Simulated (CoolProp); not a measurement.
Saturation properties of R1224YDZ (Tc = 155.5 °C, pc = 3334 kPa, ω = 0.325).

Computed with CoolProp (reference Helmholtz-energy equation of state, Akasaka 2023).

```json
[
 {"T (°C)": "-26.85", "p (kPa)": "14.49", "liquid density (kg/m³)": "1494", "vapour density (kg/m³)": "1.066", "enthalpy of vaporisation (kJ/kg)": "188.6", "liquid cp (kJ/(kg K))": "1.061"},
 {"T (°C)": "-15.95", "p (kPa)": "25.95", "liquid density (kg/m³)": "1467", "vapour density (kg/m³)": "1.840", "enthalpy of vaporisation (kJ/kg)": "183.7", "liquid cp (kJ/(kg K))": "1.077"},
 {"T (°C)": "-4.95", "p (kPa)": "44.09", "liquid density (kg/m³)": "1439", "vapour density (kg/m³)": "3.024", "enthalpy of vaporisation (kJ/kg)": "178.7", "liquid cp (kJ/(kg K))": "1.094"},
 {"T (°C)": "5.95", "p (kPa)": "70.94", "liquid density (kg/m³)": "1411", "vapour density (kg/m³)": "4.725", "enthalpy of vaporisation (kJ/kg)": "173.7", "liquid cp (kJ/(kg K))": "1.113"},
 {"T (°C)": "16.85", "p (kPa)": "109.4", "liquid density (kg/m³)": "1382", "vapour density (kg/m³)": "7.101", "enthalpy of vaporisation (kJ/kg)": "168.5", "liquid cp (kJ/(kg K))": "1.133"},
 {"T (°C)": "27.75", "p (kPa)": "162.4", "liquid density (kg/m³)": "1352", "vapour density (kg/m³)": "10.33", "enthalpy of vaporisation (kJ/kg)": "163.1", "liquid cp (kJ/(kg K))": "1.155"},
 {"T (°C)": "38.75", "p (kPa)": "234.3", "liquid density (kg/m³)": "1321", "vapour density (kg/m³)": "14.65", "enthalpy of vaporisation (kJ/kg)": "157.5", "liquid cp (kJ/(kg K))": "1.179"},
 {"T (°C)": "49.65", "p (kPa)": "327.3", "liquid density (kg/m³)": "1289", "vapour density (kg/m³)": "20.22", "enthalpy of vaporisation (kJ/kg)": "151.6", "liquid cp (kJ/(kg K))": "1.206"},
 {"T (°C)": "60.55", "p (kPa)": "445.9", "liquid density (kg/m³)": "1255", "vapour density (kg/m³)": "27.39", "enthalpy of vaporisation (kJ/kg)": "145.3", "liquid cp (kJ/(kg K))": "1.235"},
 {"T (°C)": "71.45", "p (kPa)": "594.4", "liquid density (kg/m³)": "1219", "vapour density (kg/m³)": "36.51", "enthalpy of vaporisation (kJ/kg)": "138.5", "liquid cp (kJ/(kg K))": "1.268"},
 {"T (°C)": "82.45", "p (kPa)": "779.1", "liquid density (kg/m³)": "1180", "vapour density (kg/m³)": "48.19", "enthalpy of vaporisation (kJ/kg)": "131.1", "liquid cp (kJ/(kg K))": "1.307"},
 {"T (°C)": "93.35", "p (kPa)": "1001", "liquid density (kg/m³)": "1139", "vapour density (kg/m³)": "62.90", "enthalpy of vaporisation (kJ/kg)": "123.0", "liquid cp (kJ/(kg K))": "1.352"},
 {"T (°C)": "104.25", "p (kPa)": "1268", "liquid density (kg/m³)": "1093", "vapour density (kg/m³)": "81.74", "enthalpy of vaporisation (kJ/kg)": "113.9", "liquid cp (kJ/(kg K))": "1.408"}
]
```

It boils at 14.9 °C under 1 atm.
